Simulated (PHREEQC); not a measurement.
**Sulfide liquor**

A solution holds 19 mmol/kgw NH4HS, 0.37 mmol/kgw NaOH and 1.8 mmol/kgw FeCl2, at 25 °C. Closed to the air; pH follows from the charge balance.

Equilibrium calculation in PHREEQC: ion-association model, wateq4f.dat.

The pH is 8.11 and the ionic strength is 0.0182 mol/kgw. The total alkalinity is 19.4 meq/kg.

```json
[
 {"species": "NH4+", "molality": "0.0178", "activity": "0.0156", "log γ": "-0.058"},
 {"species": "HS-", "molality": "0.0135", "activity": "0.0118", "log γ": "-0.060"},
 {"species": "Cl-", "molality": "0.00360", "activity": "0.00314", "log γ": "-0.059"},
 {"species": "NH3", "molality": "0.00116", "activity": "0.00116", "log γ": "0.000"},
 {"species": "Fe(HS)3-", "molality": "0.00107", "activity": "0.000939", "log γ": "-0.058"},
 {"species": "H2S", "molality": "0.000790", "activity": "0.000793", "log γ": "0.002"},
 {"species": "Fe(HS)2", "molality": "0.000727", "activity": "0.000731", "log γ": "0.002"}
]
```

No solid was allowed to form. Examples of supersaturated solids here: Mackinawite, FeS(ppt). Others may be too. Species that the database lacks are ignored. The polysulfide entries of wateq4f.dat were taken out for this run.
